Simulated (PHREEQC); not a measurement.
**Geothermal or formation water**

Model water analysis in mmol/kgw, 55 °C, pH 6.33: Na 84.4; K 42.9; Ca 4.77; Mg 6.81; Cl 131; S(6) 5.28; Alkalinity (meq/kgw) 3.29.

Valence states are taken as typed.

Computed with PHREEQC (Pitzer model, pitzer.dat).

This is a speciation only: nothing precipitates in the calculation.

Task: Predict the specific conductance.

Result: specific conductance 26900 µS/cm.

Task: In which forms is C present?

Result: HCO3- 60 %, CO2 40 % of the C.

Away from 25 °C the constants follow the database's enthalpies or fits; those with neither stay at their 25 °C values.
